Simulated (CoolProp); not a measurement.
The fluid at 298.15 K and 0.29 MPa flows at 19 m/s in a round tube of 6 mm bore and 1.5 µm roughness, fully developed (64/Re and Nu = 3.66 if laminar; Colebrook and Gnielinski if turbulent). The same conditions are run with several fluids, on thermodynamics alone (safety and materials aside).

The numbers come from the reference Helmholtz-energy equation of state of each fluid (methane: Setzmann 1991; R143a: Lemmon and Jacobsen 2000; nitrogen: Span 2000; R22: Kamei 1995; R410A: Lemmon 2003) in CoolProp. Blends and air are pseudo-pure fits.

Problem. Rank methane, R143a, nitrogen, R22, R410A by Reynolds number, highest first.

Solution. R143a (106000), R22 (87400), R410A (77800), nitrogen (21000), methane (19200)

```csv
fluid,Darcy friction factor,pressure drop (Pa/m),heat-transfer coefficient (W/(m² K)),mass flow (kg/h)
methane,0.0267,1510,294,3.65
R143a,0.0191,5940,516,20.0
nitrogen,0.0261,2580,236,6.34
R22,0.0197,6260,364,20.4
R410A,0.0201,5330,387,17.1
```

Transport values come from each fluid's own correlations; those of R143a, R22 are estimates that may be off by 10 % or more.
